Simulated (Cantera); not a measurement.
An isothermal, constant-pressure homogeneous reactor starts with 2.38 % N2O, 97.6 % N2, at 1598 K and 0.133 bar.

Detailed kinetics in Cantera: GRI-Mech 3.0 (53 species, 325 reactions). GRI-Mech 3.0 was tuned for natural gas; its chemistry of N2O as a main component is partial and can be far from experiment.

**Question.** Predict: x(N2O) at 1.00 s; x(NO) at 1.00 s; x(NO2) at 1.00 s; x(O2) at 1.00 s; x(N2) at 1.00 s.

**Answer.** 
```json
{
  "x(N2O) at 1.00 s": "4.74e-8 (gas-phase equilibrium 1.23e-8)",
  "x(NO) at 1.00 s": "0.00668 (gas-phase equilibrium 0.000505)",
  "x(NO2) at 1.00 s": "1.98e-6 (gas-phase equilibrium 1.74e-7)",
  "x(O2) at 1.00 s": "0.00842 (gas-phase equilibrium 0.0115)",
  "x(N2) at 1.00 s": "0.985 (gas-phase equilibrium 0.988)"
}
```
